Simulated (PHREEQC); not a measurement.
Solution (60 °C): 0.15 mol/kgw TMAH and 0.013 mol/kgw K2SiO3. Closed to the air; pH follows from the charge balance.

Model: ion-association model, phreeqc.dat, run in PHREEQC.

**Question.** The ionic strength comes out as 0.183 mol/kgw. What activity coefficients do H3SiO4-, H2SiO4-2, K+, OH- get?

**Answer.** H3SiO4- 0.71, H2SiO4-2 0.30, K+ 0.70, OH- 0.70.

Precipitation was switched off in this run. (CH3)4N+ isn't in the database: it is added as a free cation with an ion size of 4 Å. Constants without temperature data keep their 25 °C values here.
